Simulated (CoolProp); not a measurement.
Vapour-liquid equilibrium of ethane (1) + propane (2) at 177.9 K; x and y are mole fractions of (1).

Computed with CoolProp (multi-fluid Helmholtz-energy mixture model, Bücker 2006 and Lemmon 2009; pair parameters Kunz 2012).

```json
[
 {"x": "0.05", "bubble pressure (bar)": "0.07427", "y at the bubble point": "0.449", "dew pressure at overall composition x (bar)": "0.04505", "liquid density (mol/L)": "14.65"},
 {"x": "0.2", "bubble pressure (bar)": "0.1659", "y at the bubble point": "0.790", "dew pressure at overall composition x (bar)": "0.05286", "liquid density (mol/L)": "15.17"},
 {"x": "0.35", "bubble pressure (bar)": "0.2581", "y at the bubble point": "0.890", "dew pressure at overall composition x (bar)": "0.06396", "liquid density (mol/L)": "15.71"},
 {"x": "0.5", "bubble pressure (bar)": "0.3542", "y at the bubble point": "0.938", "dew pressure at overall composition x (bar)": "0.08093", "liquid density (mol/L)": "16.27"},
 {"x": "0.65", "bubble pressure (bar)": "0.4547", "y at the bubble point": "0.967", "dew pressure at overall composition x (bar)": "0.1101", "liquid density (mol/L)": "16.86"},
 {"x": "0.8", "bubble pressure (bar)": "0.5584", "y at the bubble point": "0.985", "dew pressure at overall composition x (bar)": "0.1719", "liquid density (mol/L)": "17.48"},
 {"x": "0.95", "bubble pressure (bar)": "0.6625", "y at the bubble point": "0.997", "dew pressure at overall composition x (bar)": "0.3900", "liquid density (mol/L)": "18.14"}
]
```

No azeotrope shows between x = 0.05 and 0.95.

The pair parameters rest on a limited set of measurements; away from them the model extrapolates.
